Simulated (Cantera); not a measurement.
A Cantera script and what it prints.

```python
import numpy as np
import cantera as ct

gas_names = """
    B BF BF2 BF3 BN B2 F F2 N NF NF2 NF3 N2
""".split()
cond_names = """
    B(b) B(L) BN(s)
""".split()


# ... load() reads the species with a 1 bar reference pressure and builds the phases ...
atoms = {
    'BF3': {'B': 1, 'F': 3},
    'N2': {'N': 2},
}
top_T = {'BN(s)': 3200}  # K; cautious upper limits of use, not melting points


# ... equilibrate(T, P, feed) seeds the gas with the atoms and calls Mixture.equilibrate('TP', solver="vcs", rtol=1e-11, max_steps=5000) ...
results = []
feed = {'BF3': 1, 'N2': 0.2}  # mol
T = 1275  # K
P = 67000  # Pa
mix = equilibrate(T, P, feed)
results.append((T, P, feed, dict(zip(mix.species_names, mix.species_moles))))
x = sorted(zip(gas.X, gas.species_names), reverse=True)
print(f"T = {T:g} K  P = {P:g} Pa  gas = {mix.phase_moles(0):.4g} mol")
print("   x: " + "  ".join(f"{s} {v:.3e}" for v, s in x if v > 0.001))
print("   condensed (mol): " + ("  ".join(f"{mix.phase(i).name} {mix.phase_moles(i):.4g}"
      for i in range(1, mix.n_phases) if mix.phase_moles(i) > 1e-12) or "none"))
```

Output:

```
T = 1275 K  P = 67000 Pa  gas = 1.2 mol
   x: BF3 8.333e-01  N2 1.667e-01
   condensed (mol): none
```

Equilibrium computed with Cantera from the NASA thermochemical tables; the gas is ideal and each condensed phase is pure.
